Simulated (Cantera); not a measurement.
What does this Cantera script print?

```python
import numpy as np
import cantera as ct

gas = ct.Solution("gri30.yaml", transport_model="mixture-averaged")
show = ['C2H2', 'N2', 'NO']

rows = []
print(f"{'T/K':>7s}{'rho':>11s}{'cp':>10s}{'mu':>11s}{'lambda':>11s}{'Pr':>7s}" + "".join(f"{'D_' + s:>11s}" for s in show))
for T in [400, 550, 700, 850, 1000, 1150, 1300]:
    gas.TPX = T, 14, {'NH3': 0.29, 'CH4': 0.85, 'H2O': 0.21, 'C3H8': 0.15}
    Pr = gas.cp_mass * gas.viscosity / gas.thermal_conductivity
    D = [gas.mix_diff_coeffs_mole[gas.species_index(s)] for s in show]
    rows.append([gas.density, gas.cp_mass, gas.viscosity, gas.thermal_conductivity, Pr, *D])
    print(f"{T:7g}{gas.density:11.4e}{gas.cp_mass:10.1f}{gas.viscosity:11.4e}"
          f"{gas.thermal_conductivity:11.4e}{Pr:7.3f}" + "".join(f"{d:11.4e}" for d in D))
print("SI units: kg/m3, J/kg/K, Pa s, W/m/K, m2/s")
```

It prints:

```
    T/K        rho        cp         mu     lambda     Pr     D_C2H2       D_N2       D_NO
    400 8.1309e-05    2311.5 1.3747e-05 4.4903e-02  0.708 1.9790e-01 2.5011e-01 2.4665e-01
    550 5.9134e-05    2777.6 1.8074e-05 6.9666e-02  0.721 3.5507e-01 4.3987e-01 4.3378e-01
    700 4.6462e-05    3216.5 2.2019e-05 9.7020e-02  0.730 5.4610e-01 6.6833e-01 6.5908e-01
    850 3.8263e-05    3591.2 2.5661e-05 1.2560e-01  0.734 7.6745e-01 9.3182e-01 9.1892e-01
   1000 3.2524e-05    3928.9 2.9062e-05 1.5461e-01  0.738 1.0166e+00 1.2278e+00 1.2108e+00
   1150 2.8281e-05    4206.5 3.2265e-05 1.8360e-01  0.739 1.2918e+00 1.5542e+00 1.5327e+00
   1300 2.5018e-05    4447.1 3.5301e-05 2.1228e-01  0.740 1.5915e+00 1.9095e+00 1.8831e+00
SI units: kg/m3, J/kg/K, Pa s, W/m/K, m2/s
```

Cantera simulation using GRI-Mech 3.0 (53 species, 325 reactions); the numbers are that mechanism's predictions, not measurements. Polar gases are described roughly by these parameters. The composition is frozen, though it would react at the higher temperatures.
